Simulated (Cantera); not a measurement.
Equilibrium for silicon etching in halogen gases: Si + Cl2 + N2

Feed: 1 mol Si, 2.7 mol Cl2, 35 mol N2, equilibrated at 10.0 Pa.

These are equilibrium values from Cantera (NASA tables, ideal gas, pure condensed phases), not measurements of a reactor. Candidate condensed phases: Si, Si3N4; 13 gas species. The tables' values for SiCl3 are old estimates; treat these amounts as uncertain. The numbers say what is thermodynamically allowed, not how fast it happens.

```json
[
 {"T (K)": "823", "x N2": "0.954", "x Cl": "0.000216", "x SiCl4": "0.0272", "x SiCl2": "<1e-12", "x Cl2": "0.0190", "x SiCl3": "1.24e-11", "x SiCl": "<1e-12"},
 {"T (K)": "923", "x N2": "0.953", "x Cl": "0.00151", "x SiCl4": "0.0272", "x SiCl2": "<1e-12", "x Cl2": "0.0183", "x SiCl3": "9.00e-10", "x SiCl": "<1e-12"},
 {"T (K)": "1023", "x N2": "0.950", "x Cl": "0.00679", "x SiCl4": "0.0272", "x SiCl2": "<1e-12", "x Cl2": "0.0156", "x SiCl3": "3.00e-8", "x SiCl": "<1e-12"},
 {"T (K)": "1123", "x N2": "0.944", "x Cl": "0.0193", "x SiCl4": "0.0270", "x SiCl2": "1.91e-10", "x Cl2": "0.00925", "x SiCl3": "6.45e-7", "x SiCl": "<1e-12"},
 {"T (K)": "1223", "x N2": "0.938", "x Cl": "0.0319", "x SiCl4": "0.0268", "x SiCl2": "4.35e-8", "x Cl2": "0.00284", "x SiCl3": "1.21e-5", "x SiCl": "<1e-12"},
 {"T (K)": "1323", "x N2": "0.936", "x Cl": "0.0365", "x SiCl4": "0.0265", "x SiCl2": "7.74e-6", "x Cl2": "0.000578", "x SiCl3": "0.000194", "x SiCl": "<1e-12"},
 {"T (K)": "1423", "x N2": "0.933", "x Cl": "0.0402", "x SiCl4": "0.0241", "x SiCl2": "0.000629", "x Cl2": "0.000141", "x SiCl3": "0.00196", "x SiCl": "6.28e-10"},
 {"T (K)": "1523", "x N2": "0.915", "x Cl": "0.0591", "x SiCl4": "0.0119", "x SiCl2": "0.00845", "x Cl2": "7.55e-5", "x SiCl3": "0.00580", "x SiCl": "8.79e-8"},
 {"T (K)": "1623", "x N2": "0.894", "x Cl": "0.0802", "x SiCl4": "0.00149", "x SiCl2": "0.0204", "x Cl2": "4.07e-5", "x SiCl3": "0.00362", "x SiCl": "1.72e-6"}
]
```
x: gas mole fraction; nothing condenses.

From 823 K to 1623 K nothing is condensed. The main Si-bearing gas is SiCl4 at 823 K and SiCl2 at 1623 K.
